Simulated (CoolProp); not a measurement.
Properties of R1336mzz(Z) at several states.

The numbers come from the reference Helmholtz-energy equation of state, McLinden 2020 in CoolProp.

```tsv
T (°C)	p (MPa)	phase	Z	cv (kJ/(kg K))	speed of sound (m/s)	Joule-Thomson coefficient (K/MPa)
84.15	0.225	gas	[?]	[?]	[?]	[?]
181.85	0.397	gas	[?]	1.031	149.3	[?]
-6.65	0.0679	liquid	0.003481	[?]	743.9	-0.3308
197.95	1.92	gas	0.7833	1.080	[?]	10.38
165.45	0.0116	gas	0.9985	1.006	152.6	9.954
```

Question: Complete the blanks.

Answer: 
- 84.15, Z: 0.9349
- 84.15, cv (kJ/(kg K)): 0.9169
- 84.15, speed of sound (m/s): 130.4
- 84.15, Joule-Thomson coefficient (K/MPa): 21.36
- 181.85, Z: 0.9540
- 181.85, Joule-Thomson coefficient (K/MPa): 9.422
- -6.65, cv (kJ/(kg K)): 0.8491
- 197.95, speed of sound (m/s): 127.6
